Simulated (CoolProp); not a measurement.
A closed Brayton cycle with carbon dioxide: compressor inlet 332.15 K and 7.8 MPa, high pressure 20.9 MPa, turbine inlet 775 K, compressor efficiency 0.89, turbine efficiency 0.9, recuperator effectiveness 0.8 (on enthalpy, no pinch check). Each further row changes one setting.

Model: reference Helmholtz-energy equation of state, Span 1996, in CoolProp.

```
case                           thermal efficiency (%)  net work (kJ/kg)  compressor to turbine work  compressor exit (K)  turbine exit (K)
-----------------------------  ----------------------  ----------------  --------------------------  -------------------  ----------------
as stated                                        27.4              65.9                        0.45                419.6             661.9
turbine inlet 725 K                              25.7              56.9                        0.49                419.6             616.1
compressor inlet 342.15 K                        26.4              60.9                        0.49                433.3             661.9
high pressure 17.8 MPa                           26.0              58.0                        0.43                404.8             679.9
recuperator effectiveness 0.5                    20.4              65.9                        0.45                419.6             661.9
```
